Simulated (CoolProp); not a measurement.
Saturated liquid density (kg/m³) of R115: the reference equation beside estimates from Tc = 353.1 K, pc = 3.129 MPa, ω = 0.248.

Computed with CoolProp (reference Helmholtz-energy equation of state, Lemmon 2016).

```csv
T (K),reference,van der Waals,Peng-Robinson
279.8,1371,856.2,1442
286.7,1340,836.1,1401
293.6,1308,814.8,1356
300.5,1274,792.2,1309
307.4,1238,767.9,1257
314.3,1199,741.8,1200
321.2,1156,713.1,1136
328.1,1108,681.1,1065
335,1051,644.3,982.4
341.9,981.0,599.8,882.1
```

Absolute difference from the reference over all 10 rows, mean and median: van der Waals 38.1 and 38.1 %, Peng-Robinson 4.0 and 3.8 %.
